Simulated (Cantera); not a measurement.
Standard-state values (1 bar) from the NASA 1993 polynomials, evaluated with Cantera. Values are per mole of reaction as written; species without (g) are pure solids or liquids, kept so even where they would boil at 1 bar.

Task: Between 375 and 625 K, where is each reaction favourable under standard conditions?
- 6 Fe(OH)2 + 3 H2(g) + 2 O3(g) → 6 Fe(OH)3

Result: 
- 6 Fe(OH)2 + 3 H2(g) + 2 O3(g) → 6 Fe(OH)3: ΔG° is -1545 kJ at 375 K and -1342 kJ at 625 K; it stays negative (K > 1). ΔH° is -1855 kJ and ΔS° -821 J/K at 625 K.
